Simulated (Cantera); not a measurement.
Charge: 1 mol Si2H6, 8.8 mol N2, equilibrated at 24.0 mbar.

Cantera equilibrium calculation (NASA polynomials, part measured and part estimated; ideal gas, pure solids and liquids). Candidate condensed phases: Si, Si3N4; 18 gas species. The feed counts by its element totals alone. N2 is the only nitrogen source here; it is nearly inert below about 1500 K, so the nitride shown seldom forms there in practice. Equilibrium is a limit: real reactors are often held back by kinetics, nucleation or transport. All values below are at 1498 K.

Base state: N2 0.713, H2 0.287, H 5.94e-5 (mole fractions); condensed: Si3N4(s).

Question: What changes in the equilibrium state with this change: Si2H6 replaced by SiH2Cl2?

Answer: 
| species | before | after |
|---|---|---|
| N2 | 0.713 | 0.812 |
| HCl | 0 | 0.120 |
| H2 | 0.287 | 0.0375 |
| SiCl2 | 0 | 0.0215 |
| SiCl3 | 0 | 0.00520 |
| SiCl4 | 0 | 0.00400 |
| SiHCl3 | 0 | 0.000129 |
| Cl | 0 | 5.52e-5 |
| Si3N4(s), mol | 0.667 | 0.228 |
The tables' values for SiCl3 are old estimates; treat these amounts as uncertain. Further candidate phases: NH4Cl.
